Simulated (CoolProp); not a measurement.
200 sccm (0 °C, 1 atm) of nitrogen bubbles through liquid toluene at 336 K and leaves saturated at a total pressure of 0.15 MPa (ideal gas phase). Each further row changes one setting.

The numbers come from the reference Helmholtz-energy equation of state, Lemmon 2006 in CoolProp. It is a short technical equation, of lower accuracy than the large ones.

| case | vapour pressure (kPa) | mole fraction of vapour | delivery (mg/min) | delivery (sccm) | change of delivery for a bath 1 K warmer (%) |
|---|---|---|---|---|---|
| as stated | 20.7 | 0.138 | 132 | 32.1 | 4.6 |
| bath temperature 341 K | 25.1 | 0.167 | 165 | 40.2 | 4.6 |
| total pressure 0.3 MPa | 20.7 | 0.0691 | 61.0 | 14.8 | 4.3 |
